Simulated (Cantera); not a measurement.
A closed system holds: 1 mol CH₄, 1.8 mol H₂, 0.21 mol N₂, held at 8.00 bar.

Equilibrium computed with Cantera from the NASA thermochemical tables; the gas is ideal and each condensed phase is pure. Candidate condensed phases: C, C₆H₆, C₇H₈, C₈H₁₈; 92 gas species. Equilibrium is a limit: real reactors are often held back by kinetics, nucleation or transport. All values below are at 1525 K.

Base state: H₂ 0.931, N₂ 0.0530, CH₄ 0.0158, HCN 0.000279, NH₃ 9.51e-5, C₂H₄ 1.87e-5, C₂H₂ (acetylene) 1.13e-5 (mole fractions); condensed: C(graphite).

### Question
What changes in the equilibrium state with this change: CH₄ replaced by CO?

### Answer
```json
[
 {"species": "H₂", "before": "0.931", "after": "0.591"},
 {"species": "CO", "before": "0", "after": "0.330"},
 {"species": "N₂", "before": "0.0530", "after": "0.0702"},
 {"species": "CH₄", "before": "0.0158", "after": "0.00407"},
 {"species": "H₂O", "before": "0", "after": "0.00352"},
 {"species": "CO₂", "before": "0", "after": "0.000730"},
 {"species": "C(graphite), mol", "before": "0.936", "after": "0"}
]
```
Further candidate phases: H₂O.
